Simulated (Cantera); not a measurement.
An adiabatic, constant-volume homogeneous reactor starts with H₂ : O₂ : N₂ : NO = 1 : 0.704 : 2.65 : 0.0068 (molar parts), at 1550 K and 0.987 atm.

Detailed kinetics in Cantera: GRI-Mech 3.0 (53 species, 325 reactions).

**Question.** Predict: time of steepest temperature rise; temperature at 0.200 s; equilibrium temperature; x(H₂) at 0.200 s; x(O₂) at 0.200 s; x(NO) at 0.200 s; x(H₂O) at 0.200 s; x(H₂O₂) at 0.200 s; x(HO₂) at 0.200 s; x(NO₂) at 0.200 s.

**Answer.** 
- time of steepest temperature rise = 11.4 µs
- temperature at 0.200 s = 2884 K
- equilibrium temperature = 2884 K
- x(H₂) at 0.200 s = 0.0226 (gas-phase equilibrium 0.0226)
- x(O₂) at 0.200 s = 0.0431 (gas-phase equilibrium 0.0431)
- x(NO) at 0.200 s = 0.0171 (gas-phase equilibrium 0.0171)
- x(H₂O) at 0.200 s = 0.204 (gas-phase equilibrium 0.204)
- x(H₂O₂) at 0.200 s = 7.99e-7 (gas-phase equilibrium 7.99e-7)
- x(HO₂) at 0.200 s = 1.69e-5 (gas-phase equilibrium 1.69e-5)
- x(NO₂) at 0.200 s = 6.36e-6 (gas-phase equilibrium 6.36e-6)
